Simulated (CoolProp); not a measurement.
Model: reference Helmholtz-energy equation of state, Thol 2019, in CoolProp.

Task: For n-pentane, give the phase and the cp (kJ/(kg K)), expansivity (1/kK), conductivity (mW/(m K)), Prandtl number at 506.1 K and 0.449 MPa.

Result: 
- 506.1 K and 0.449 MPa: gas; cp 2.59, expansivity 2.24, conductivity 41.1, Prandtl number 0.707

Viscosity comes from a separate model (Quiñones-Cisneros 2006), older than the equation that it now runs on, and unchecked against measurements. Thermal conductivity comes from a separate model (Vassiliou 2015).
